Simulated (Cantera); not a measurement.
An adiabatic, constant-volume homogeneous reactor starts with 2.73 % CH₄, 7.48 % O₂, 89.8 % N₂, equivalence ratio 0.73, at 1823 K and 5250 Torr.

Model: GRI-Mech 3.0 (53 species, 325 reactions), integrated in Cantera.

**Question.** Predict: time of steepest temperature rise; temperature at 0.100 s; equilibrium temperature; x(O₂) at 0.100 s; x(N₂O) at 0.100 s; x(NO) at 0.100 s; x(H₂) at 0.100 s.

**Answer.** 
| Item | Value |
|---|---|
| time of steepest temperature rise | 37.6 µs |
| temperature at 0.100 s | 2499 K |
| equilibrium temperature | 2499 K |
| x(O₂) at 0.100 s | 0.0171 (gas-phase equilibrium 0.0171) |
| x(N₂O) at 0.100 s | 1.28e-6 (gas-phase equilibrium 1.28e-6) |
| x(NO) at 0.100 s | 0.00699 (gas-phase equilibrium 0.00699) |
| x(H₂) at 0.100 s | 0.000762 (gas-phase equilibrium 0.000762) |
